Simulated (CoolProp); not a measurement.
A single-stage vapour-compression cycle with R13: evaporating at 203.15 K (dew point), condensing at 252.15 K (bubble point), superheat 10 K, subcooling 8 K, compressor efficiency 0.6, no pressure losses. Each further row changes one setting.

Values from CoolProp's reference Helmholtz-energy equation of state, Platzer 1990. This equation is an older, rougher fit; its heat capacities, sound speeds and derivatives of the liquid may be far off and weren't checked against measurements.

| case | cooling COP | pressure ratio | discharge temperature (K) | refrigerating effect (kJ/kg) | volumetric capacity (kJ/m³) |
|---|---|---|---|---|---|
| as stated | 2.02 | 6.18 | 312.5 | 110 | 1220 |
| evaporating temperature 208.15 K | 2.36 | 4.92 | 305.7 | 112 | 1540 |
| condensing temperature 247.15 K | 2.32 | 5.31 | 304.0 | 115 | 1280 |
| subcooling 13 K | 2.11 | 6.18 | 312.5 | 115 | 1280 |
| superheat 20 K | 2.01 | 6.18 | 324.6 | 115 | 1220 |
| compressor efficiency 0.5 | 1.68 | 6.18 | 327.6 | 110 | 1220 |
